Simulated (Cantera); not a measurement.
Feed: 1 mol Si₃N₄, 0.12 mol N₂O, 630 mol H₂, held at 0.490 bar.

These are equilibrium values from Cantera (NASA tables, ideal gas, pure condensed phases), not measurements of a reactor. Candidate condensed phases: H₂O, Si, SiO₂, Si₂N₂O, Si₃N₄; 35 gas species. Mutual solubility and eutectic melting of coexisting phases are not modelled. Gases not in the tables: Si₂H₆ and higher silanes. The numbers say what is thermodynamically allowed, not how fast it happens.

x: gas mole fraction; n: condensed amount in mol.

```json
[
 {"T (°C)": "1275", "x H₂": "1.000", "x H": "4.40e-5", "x N₂": "0.000258", "x Si": "6.21e-8", "x SiH₂": "2.61e-6", "n Si₂N₂O(s)": "0.117", "n Si₃N₄(s)": "0.920", "n Si(s)": "0", "n Si(l)": "0"},
 {"T (°C)": "1375", "x H₂": "0.998", "x H": "___", "x N₂": "___", "x Si": "___", "x SiH₂": "___", "n Si₂N₂O(s)": "___", "n Si₃N₄(s)": "___", "n Si(s)": "___", "n Si(l)": "0"},
 {"T (°C)": "1475", "x H₂": "0.996", "x H": "___", "x N₂": "0.00335", "x Si": "___", "x SiH₂": "___", "n Si₂N₂O(s)": "0", "n Si₃N₄(s)": "0", "n Si(s)": "0", "n Si(l)": "2.86"},
 {"T (°C)": "1575", "x H₂": "0.996", "x H": "0.000756", "x N₂": "0.00335", "x Si": "1.28e-5", "x SiH₂": "4.14e-5", "n Si₂N₂O(s)": "0", "n Si₃N₄(s)": "0", "n Si(s)": "0", "n Si(l)": "2.84"},
 {"T (°C)": "1675", "x H₂": "0.995", "x H": "0.00161", "x N₂": "0.00335", "x Si": "4.74e-5", "x SiH₂": "7.79e-5", "n Si₂N₂O(s)": "0", "n Si₃N₄(s)": "0", "n Si(s)": "0", "n Si(l)": "2.78"},
 {"T (°C)": "1775", "x H₂": "0.993", "x H": "0.00319", "x N₂": "0.00335", "x Si": "0.000154", "x SiH₂": "0.000138", "n Si₂N₂O(s)": "0", "n Si₃N₄(s)": "0", "n Si(s)": "0", "n Si(l)": "2.65"},
 {"T (°C)": "1875", "x H₂": "0.990", "x H": "0.00592", "x N₂": "0.00334", "x Si": "0.000449", "x SiH₂": "0.000230", "n Si₂N₂O(s)": "0", "n Si₃N₄(s)": "0", "n Si(s)": "0", "n Si(l)": "2.33"}
]
```

Problem. What belongs in the gaps?

Solution. 
- 1375, x H: 0.000127
- 1375, x N₂: 0.00136
- 1375, x Si: 5.26e-7
- 1375, x SiH₂: 8.46e-6
- 1375, n Si₂N₂O(s): 0.0908
- 1375, n Si₃N₄(s): 0.585
- 1375, n Si(s): 1.03
- 1475, x H: 0.000326
- 1475, x Si: 2.97e-6
- 1475, x SiH₂: 2.04e-5
